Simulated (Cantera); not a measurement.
Input: 1 mol BN, a varied amount of HCl, 0.9 mol N2, held at 1302 °C and 0.133 bar.

Equilibrium computed with Cantera from the NASA thermochemical tables; the gas is ideal and each condensed phase is pure. Candidate condensed phases: B, BN, NH4Cl; 21 gas species. Gases not in the tables: BHCl2. Rates play no part.

Question: Which condensed phases are stable at each of these points (n(HCl) (mol)): 3.9, 6.4, 8.9, 11, 14, 17, 19, 22, 24, 27, 29, 32?

Answer: 
```tsv
n(HCl) (mol)	condensed phases	B condensed (%)
3.9	BN(s)	84.5
6.4	BN(s)	72.7
8.9	BN(s)	60.2
11	BN(s)	49.4
14	BN(s)	33.7
17	BN(s)	17.7
19	BN(s)	6.9
22	gas only	0.0
24	gas only	0.0
27	gas only	0.0
29	gas only	0.0
32	gas only	0.0
```

From 3.9 mol HCl to 19 mol HCl the condensed part is BN(s). From 22 mol HCl to 32 mol HCl nothing is condensed.
